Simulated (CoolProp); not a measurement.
Dodecamethylcyclohexasiloxane (D6) along the isobar 0.154 MPa: density (kg/m³) from the reference equation and from simpler models built on Tc = 645.8 K, pc = 0.9614 MPa, ω = 0.736; each cubic takes its own stable root.

The numbers come from the reference Helmholtz-energy equation of state, Colonna 2008 in CoolProp. It is a short technical equation, of lower accuracy than the large ones.

```csv
T (K),phase,reference
368.8,liquid,890.6
388.1,liquid,868.8
407.4,liquid,846.7
426.7,liquid,824.2
446.1,liquid,800.9
465.4,liquid,777.0
484.7,liquid,752.1
504,liquid,725.9
523.4,liquid,697.6
542.7,gas,17.44
562,gas,16.54
581.3,gas,15.76
600.7,gas,15.06
620,gas,14.44
```

**Question.** How far does each simpler model (Redlich-Kwong, Peng-Robinson) lie from the reference over these 14 states: mean and median of the absolute difference, and the worst?

**Answer.** 
- Redlich-Kwong: mean 23.2 %, median 16.7 %, worst -97.5 % at 523.4 K and 0.154 MPa
- Peng-Robinson: mean 2.5 %, median 2.1 %, worst +5.0 % at 504 K and 0.154 MPa

At some of these states Redlich-Kwong gives the other phase, because its saturation line lies elsewhere.
